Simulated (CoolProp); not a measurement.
CHF3 (R23) along the isotherm 238.8 K: Z from the reference equation and from simpler models built on Tc = 299.3 K, pc = 4.832 MPa, ω = 0.263; each cubic takes its own stable root.

Model: reference Helmholtz-energy equation of state, Penoncello 2003, in CoolProp.

```csv
p (MPa),phase,reference
0.906,liquid,0.02571
1.81,liquid,0.05114
2.72,liquid,0.07654
3.62,liquid,0.1015
4.53,liquid,0.1265
5.44,liquid,0.1513
6.34,liquid,0.1758
7.25,liquid,0.2003
```

**Question.** How far does each simpler model (van der Waals, Redlich-Kwong, Soave-Redlich-Kwong) lie from the reference over these 8 states: mean and median of the absolute difference, and the worst?

**Answer.** 
- van der Waals: mean 648.8 %, median 72.9 %, worst +3381.5 % at 238.8 K and 0.906 MPa
- Redlich-Kwong: mean 428.2 %, median 23.2 %, worst +3264.1 % at 238.8 K and 0.906 MPa
- Soave-Redlich-Kwong: mean 18.0 %, median 18.0 %, worst +19.0 % at 238.8 K and 0.906 MPa

At some of these states van der Waals, Redlich-Kwong gives the other phase, because its saturation line lies elsewhere.
